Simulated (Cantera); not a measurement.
Mixture: CH4 : O2 : N2 = 1 : 1.33 : 7.73 (molar parts), at 1.20 bar, adiabatic and at constant pressure. Ignition delay is the time to a rise of 400 K.

Computed with Cantera and GRI-Mech 3.0 (53 species, 325 reactions).

### Question
At T0 = 1450 K, what is the delay, and which 5 reactions control it most (d ln τ / d ln k, from doubling and halving each rate constant)?

### Answer
The delay is 3.10 ms.
```json
[
 {"reaction": "CH3 + O2 <=> CH3O + O", "d ln τ / d ln k": "-0.43", "faster rate": "shortens it"},
 {"reaction": "2 CH3 (+M) <=> C2H6 (+M)", "d ln τ / d ln k": "0.41", "faster rate": "lengthens it"},
 {"reaction": "H + O2 <=> O + OH", "d ln τ / d ln k": "-0.34", "faster rate": "shortens it"},
 {"reaction": "CH4 + H <=> CH3 + H2", "d ln τ / d ln k": "0.26", "faster rate": "lengthens it"},
 {"reaction": "CH3 + O2 <=> CH2O + OH", "d ln τ / d ln k": "-0.25", "faster rate": "shortens it"}
]
```
